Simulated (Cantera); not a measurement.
## Hydrocarbon pyrolysis for carbon deposition

An isothermal, constant-pressure homogeneous reactor starts with 3.85 % C3H8, 96.2 % H2, at 1275 K and 0.0132 atm.

Detailed kinetics in Cantera: GRI-Mech 3.0 (53 species, 325 reactions). GRI-Mech 3.0 was tuned for natural gas; its chemistry of propane as a main component is partial and can be far from experiment. GRI-Mech 3.0 stops at C3 and has no aromatics, soot or wall deposition, so with more carbon than oxygen in the feed, carbon stays in small species such as C2H2 where larger ones or solid carbon would form. Radical loss at walls, strong at low pressure, is not modelled.

```tsv
t (s)	x C3H8	x H2	x C2H6	x C2H4	x H	x C2H	x CH4
4.00e-5	0.0384	0.962	4.02e-7	2.29e-6	2.09e-6	<1e-12	1.36e-6
0.000198	0.0383	0.961	6.58e-6	7.20e-5	1.63e-5	<1e-12	3.83e-5
0.000976	0.0368	0.960	5.29e-5	0.00149	8.15e-5	<1e-12	0.00122
0.00482	0.0165	0.941	0.000338	0.0205	0.000340	2.98e-11	0.0203
0.0238	0.000141	0.926	8.99e-5	0.0325	0.000139	2.04e-10	0.0376
0.118	1.13e-6	0.926	3.12e-5	0.0296	2.39e-5	6.21e-11	0.0378
0.581	4.81e-9	0.926	1.84e-5	0.0264	8.49e-6	3.25e-11	0.0378
2.87	2.49e-9	0.927	1.17e-5	0.0182	7.39e-6	5.10e-11	0.0376
14.2	5.16e-10	0.927	3.12e-6	0.00438	6.45e-6	7.79e-11	0.0372
70.0	1.79e-10	0.928	1.42e-6	0.00166	5.89e-6	7.71e-11	0.0371
```
x: mole fraction; the columns are a selection and need not sum to one.

Equilibrium at this temperature and pressure: C3H8 1.76e-10, H2 0.930, C2H6 1.41e-6, C2H4 0.00174, H 6.20e-6, C2H 8.51e-11, CH4 0.0331 (gas phase only).
